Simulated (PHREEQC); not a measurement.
Dissolve 0.014 mol MgCl2, 4.5e-05 mol NaHCO3 and 0.0071 mol NaCl per kg of water at 25 °C. Closed to the air; pH follows from the charge balance.

Model: ion-association model, phreeqc.dat, run in PHREEQC.

Each row changes one thing in this solution. Precipitation was switched off in this run.

```csv
case,pH,HCO3- (mol/kgw),CO2 (mol/kgw),CO3-2 (mol/kgw),NaHCO3 (mol/kgw),NaCO3- (mol/kgw),SI of Halite (NaCl)
as made,7.56,3.92e-5,1.98e-6,1.18e-7,1.07e-7,7.46e-9,-5.34
NaHCO3 from 4.5e-05 to 9e-05 mol/kgw,7.67,7.90e-5,3.15e-6,3.01e-7,2.16e-7,1.91e-8,-5.34
0.0002 mol/kgw CdSO4 added,7.44,3.88e-5,2.60e-6,8.78e-8,1.05e-7,5.55e-9,-5.34
NaCl left out,7.56,3.92e-5,2.01e-6,1.14e-7,6.87e-10,4.73e-11,-7.63
NaCl from 0.0071 to 0.0106 mol/kgw,7.56,3.93e-5,1.97e-6,1.20e-7,1.58e-7,1.11e-8,-5.13
MgCl2 left out,7.91,4.35e-5,1.11e-6,2.13e-7,1.47e-7,2.01e-8,-5.94
diluted 10-fold with water,7.40,4.09e-6,3.42e-7,5.97e-9,1.42e-9,5.94e-11,-7.24
MgCl2 replaced by (CH3)4NCl at the same molality,7.88,4.35e-5,1.12e-6,2.32e-7,1.32e-7,1.80e-8,-5.51
```

Species that the database lacks are ignored. Some of these states are supersaturated (in Otavite, for instance).
